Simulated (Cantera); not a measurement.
Input: 1 mol Fe2O3, 0.5 mol C, 0.68 mol CO, held at 1900 K.

Method: chemical equilibrium by Gibbs-energy minimisation in Cantera with the NASA 1993 tables (ideal gas, pure condensed phases). Candidate condensed phases: C, Fe, Fe(CO)5, FeO, Fe2O3, Fe3O4; 15 gas species. The tables' stoichiometric FeO is somewhat more stable than real wüstite, so its field is too wide. FeO: taken at fixed stoichiometry. Kinetics and transport are ignored.

x: gas mole fraction; n: condensed amount in mol.

```
P (Pa)    x CO  x CO2      x Fe     x FeO      x O2  x O  n FeO(l)
-------  -----  -----  --------  --------  --------  ---  --------
10       0.410  0.470     0.107   0.00797   0.00395    ?      1.85
36       0.514  0.443    0.0394   0.00221  0.000622    ?      1.95
130      0.557  0.430    0.0122  0.000613  0.000138    ?      1.98
460      0.571  0.426   0.00357  0.000173   3.64e-5    ?      2.00
1700     0.575  0.424  0.000975   4.69e-5   9.64e-6    ?      2.00
6000     0.576  0.424  0.000277   1.33e-5   2.71e-6    ?      2.00
22000    0.576  0.424   7.56e-5   3.62e-6   7.39e-7    ?      2.00
77000    0.576  0.424   2.16e-5   1.04e-6   2.11e-7    ?      2.00
280000   0.576  0.424   5.94e-6   2.85e-7   5.80e-8    ?      2.00
1000000  0.576  0.424   1.66e-6   7.97e-8   1.63e-8    ?      2.00
```

Problem. Complete the blanks.

Solution. 
- 10, x O: 0.00187
- 36, x O: 0.000392
- 130, x O: 9.71e-5
- 460, x O: 2.65e-5
- 1700, x O: 7.10e-6
- 6000, x O: 2.01e-6
- 22000, x O: 5.47e-7
- 77000, x O: 1.56e-7
- 280000, x O: 4.30e-8
- 1000000, x O: 1.20e-8
